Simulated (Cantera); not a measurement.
Feed: 1 mol CH₂F₂, 2.2 mol F₂, equilibrated at 15.0 mbar.

Equilibrium computed with Cantera from the NASA thermochemical tables; the gas is ideal and each condensed phase is pure. Candidate condensed phases: C, C₆H₆, C₇H₈, C₈H₁₈; 95 gas species. Gases not in the tables: C₂F₆ and larger saturated fluorocarbons. Rates play no part.

Task: At 1825 K, list the 4 most abundant gas species with their mole fractions, and the condensed phases.

Result: HF 0.588, CF₄ 0.294, F 0.118, CF₃ 2.40e-5. Condensed: gas only.
